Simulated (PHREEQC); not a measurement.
Solution (25 °C): 0.0058 mol/kgw BaBr2. Closed to the air; pH follows from the charge balance.

Model: ion-association model, wateq4f.dat, run in PHREEQC.

Each row changes one thing in this solution. This is a speciation only: nothing precipitates in the calculation.

```tsv
case	pH	BaOH+ (mol/kgw)
as made	6.99	1.32e-9
0.00016 mol/kgw MgBr2 added	6.99	1.29e-9
BaBr2 from 0.0058 to 0.058 mol/kgw	6.96	7.53e-9
BaBr2 from 0.0058 to 0.00522 mol/kgw	6.99	1.21e-9
0.00023 mol/kgw NH4HCO3 added	7.72	7.00e-9
temperature from 25 to 15 °C	7.16	1.96e-9
diluted 10-fold with water	7.00	1.71e-10
temperature from 25 to 10 °C	7.25	2.42e-9
```

Away from 25 °C the constants follow the database's enthalpies or fits; those with neither stay at their 25 °C values.
